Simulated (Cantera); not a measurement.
Charge: 1 mol Fe, 0.23 mol H2O, held at 77.0 mbar.

Cantera equilibrium calculation (NASA polynomials, part measured and part estimated; ideal gas, pure solids and liquids). Candidate condensed phases: Fe, FeO, Fe(OH)2, Fe(OH)3, Fe2O3, Fe3O4, H2O; 12 gas species. Mutual solubility and eutectic melting of coexisting phases are not modelled. The tables' stoichiometric FeO is somewhat more stable than real wüstite, so its field is too wide. FeO: taken at fixed stoichiometry. The numbers say what is thermodynamically allowed, not how fast it happens.

**Question.** Which condensed phases are stable at each of these points (T (°C)): 702, 752, 802, 852, 902, 952, 1002, 1052, 1102, 1152, 1202, 1252, 1302?

**Answer.** 
```json
[
 {"T (°C)": "702", "condensed phases": "Fe(α) + FeO(s)", "Fe condensed (%)": "100.0"},
 {"T (°C)": "752", "condensed phases": "Fe(α) + FeO(s)", "Fe condensed (%)": "100.0"},
 {"T (°C)": "802", "condensed phases": "Fe(α) + FeO(s)", "Fe condensed (%)": "100.0"},
 {"T (°C)": "852", "condensed phases": "Fe(α) + FeO(s)", "Fe condensed (%)": "100.0"},
 {"T (°C)": "902", "condensed phases": "Fe(α) + FeO(s)", "Fe condensed (%)": "100.0"},
 {"T (°C)": "952", "condensed phases": "Fe(γ) + FeO(s)", "Fe condensed (%)": "100.0"},
 {"T (°C)": "1002", "condensed phases": "Fe(γ) + FeO(s)", "Fe condensed (%)": "100.0"},
 {"T (°C)": "1052", "condensed phases": "Fe(γ) + FeO(s)", "Fe condensed (%)": "100.0"},
 {"T (°C)": "1102", "condensed phases": "Fe(γ) + FeO(s)", "Fe condensed (%)": "100.0"},
 {"T (°C)": "1152", "condensed phases": "Fe(γ) + FeO(s)", "Fe condensed (%)": "100.0"},
 {"T (°C)": "1202", "condensed phases": "Fe(γ) + FeO(s)", "Fe condensed (%)": "100.0"},
 {"T (°C)": "1252", "condensed phases": "Fe(γ) + FeO(s)", "Fe condensed (%)": "100.0"},
 {"T (°C)": "1302", "condensed phases": "Fe(γ) + FeO(s)", "Fe condensed (%)": "100.0"}
]
```

From 702 °C to 902 °C the condensed part is Fe(α) + FeO(s). From 952 °C to 1302 °C the condensed part is Fe(γ) + FeO(s).
